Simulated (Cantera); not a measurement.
Charge: 1 mol SiCl4, 1.3 mol NH3, 25 mol H2, 0.69 mol N2, equilibrated at 1.00 bar.

These are equilibrium values from Cantera (NASA tables, ideal gas, pure condensed phases), not measurements of a reactor. Candidate condensed phases: NH4Cl, Si, Si3N4; 28 gas species. Equilibrium is a limit: real reactors are often held back by kinetics, nucleation or transport.

**Question.** At 973 K, list the 6 most abundant gas species with their mole fractions, and the condensed phases.

**Answer.** H2 0.846, HCl 0.129, N2 0.0238, SiCl4 0.00156, NH3 8.39e-5, SiHCl3 5.76e-5. Condensed: Si3N4(s).
